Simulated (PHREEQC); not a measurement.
Solution (15 °C): 0.26 mol HF, 0.0069 mol H2SiF6, 9.1e-05 mol H3BO3 and 0.031 mol HNO3 per kg of water. Closed to the air; pH follows from the charge balance.

Computed with PHREEQC (ion-association model, phreeqc.dat).

| quantity | before | after |
|---|---|---|
| pH | 1.33 | 1.24 |
| ionic strength (mol/kgw) | 0.0617 | 0.0751 |
| F- (mol/kgw) | 0.00533 | 0.00867 |
| HF2- (mol/kgw) | 0.00457 | 0.0146 |
| BF3OH- (mol/kgw) | 1.11e-7 | 5.59e-8 |
| SI of Quartz (SiO2) | -9.42 | -11.04 |

Task: Which change was made?
A) HF from 0.26 to 0.52 mol/kgw
B) diluted 10-fold with water
C) diluted 100-fold with water
D) HNO3 from 0.031 to 0.0062 mol/kgw
E) H2SiF6 from 0.0069 to 0.069 mol/kgw

Result: A, HF from 0.26 to 0.52 mol/kgw

Precipitation was switched off in this run. SiF6-2 is the database's only silicon fluoride. Real BF4- forms and hydrolyses slowly; the run takes it at equilibrium.
